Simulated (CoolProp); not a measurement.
Acetone along the isobar 24.7 MPa: density (kg/m³) from the reference equation and from simpler models built on Tc = 235.0 °C, pc = 4.692 MPa, ω = 0.307; each cubic takes its own stable root.

The numbers come from the reference Helmholtz-energy equation of state, Lemmon 2006 in CoolProp. It is a short technical equation, of lower accuracy than the large ones.

```json
[
 {"T (°C)": "85.35", "phase": "liquid", "reference": "747.2"},
 {"T (°C)": "102.75", "phase": "liquid", "reference": "729.5"},
 {"T (°C)": "120.15", "phase": "liquid", "reference": "711.4"},
 {"T (°C)": "137.55", "phase": "liquid", "reference": "693.0"},
 {"T (°C)": "154.95", "phase": "liquid", "reference": "674.1"},
 {"T (°C)": "172.35", "phase": "liquid", "reference": "654.8"},
 {"T (°C)": "189.85", "phase": "liquid", "reference": "634.8"},
 {"T (°C)": "207.25", "phase": "liquid", "reference": "614.4"},
 {"T (°C)": "224.65", "phase": "liquid", "reference": "593.5"},
 {"T (°C)": "242.05", "phase": "supercritical", "reference": "572.0"},
 {"T (°C)": "259.45", "phase": "supercritical", "reference": "550.1"},
 {"T (°C)": "276.85", "phase": "supercritical", "reference": "527.6"}
]
```

Question: How far does each simpler model (van der Waals, Redlich-Kwong) lie from the reference over these 12 states: mean and median of the absolute difference, and the worst?

Answer: 
- van der Waals: mean 40.6 %, median 41.1 %, worst -44.8 % at 85.35 °C and 24.7 MPa
- Redlich-Kwong: mean 21.4 %, median 21.6 %, worst -22.6 % at 85.35 °C and 24.7 MPa
